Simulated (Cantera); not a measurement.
Feed: 1 mol PbO, 2.3 mol O2, 18 mol N2, 5 mol CO, at 0.650 bar.

Equilibrium computed with Cantera from the NASA thermochemical tables; the gas is ideal and each condensed phase is pure. Candidate condensed phases: C, Pb, PbO, PbO2, Pb3O4; 27 gas species. Gases not in the tables: (PbO)n polymers. Rates play no part.

**Question.** At 1150 °C, list the 4 most abundant gas species with their mole fractions, and the condensed phases.

**Answer.** N2 0.766, CO2 0.212, Pb 0.0166, PbO 0.00481. Condensed: PbO(l).
